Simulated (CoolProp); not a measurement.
Vapour-liquid equilibrium of acetone (1) + cyclohexane (2) at 452 K; x and y are mole fractions of (1).

The numbers come from the multi-fluid Helmholtz-energy mixture model, Lemmon 2006 and Zhou 2014; pair parameters Bell 2016 in CoolProp.

| x | bubble pressure (MPa) | y at the bubble point | dew pressure at overall composition x (MPa) | liquid density (mol/L) |
|---|---|---|---|---|
| 0.05 | 1.116 | 0.160 | 0.9951 | 7.260 |
| 0.125 | 1.313 | 0.304 | 1.075 | 7.330 |
| 0.2 | 1.462 | 0.396 | 1.166 | 7.409 |
| 0.275 | 1.578 | 0.463 | 1.269 | 7.499 |
| 0.35 | 1.671 | 0.517 | 1.385 | 7.604 |
| 0.425 | 1.748 | 0.566 | 1.512 | 7.728 |
| 0.5 | 1.812 | 0.611 | 1.642 | 7.874 |
| 0.575 | 1.866 | 0.657 | 1.762 | 8.048 |
| 0.65 | 1.910 | 0.704 | 1.859 | 8.255 |
| 0.725 | 1.943 | 0.755 | 1.925 | 8.496 |
| 0.8 | 1.964 | 0.811 | 1.961 | 8.777 |
| 0.875 | 1.970 | 0.874 | 1.970 | 9.099 |
| 0.95 | 1.960 | 0.946 | 1.958 | 9.465 |

y crosses x between x = 0.8 and 0.875: the model has an azeotrope there.

The pair parameters rest on a limited set of measurements; away from them the model extrapolates.
